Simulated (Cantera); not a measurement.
# Low-pressure radical oxidation in H2/O2

An isothermal, constant-pressure homogeneous reactor starts with H₂ : O₂ = 0.015 : 1 (molar parts), at 1098 K and 1.28 Torr.

Cantera simulation using the H2/O2 subset of GRI-Mech 3.0, which has no nitrogen chemistry; the numbers are that mechanism's predictions, not measurements. Radical loss at walls, strong at low pressure, is not modelled.

```csv
t (s),x H₂,x O₂,x O,x HO₂,x H₂O₂
1.00e-5,0.0148,0.985,<1e-12,2.06e-12,<1e-12
4.76e-5,0.0148,0.985,<1e-12,9.83e-12,<1e-12
0.000227,0.0148,0.985,8.37e-12,4.68e-11,<1e-12
0.00108,0.0148,0.985,1.30e-10,2.23e-10,<1e-12
0.00514,0.0148,0.985,1.78e-9,1.06e-9,<1e-12
0.0245,0.0148,0.985,3.20e-7,5.35e-9,3.61e-12
0.117,0.000182,0.972,0.0116,2.90e-7,5.51e-9
0.556,8.41e-5,0.973,0.0110,2.46e-7,3.60e-9
2.65,5.58e-5,0.977,0.00714,2.10e-7,3.67e-9
12.6,1.45e-5,0.983,0.00181,1.15e-7,3.41e-9
60.0,1.25e-6,0.985,0.000155,2.77e-8,1.90e-9
```
x: mole fraction; the columns are a selection and need not sum to one.

Equilibrium at this temperature and pressure: H₂ 4.59e-10, O₂ 0.985, O 5.75e-8, HO₂ 9.70e-10, H₂O₂ 5.39e-12 (gas phase only).
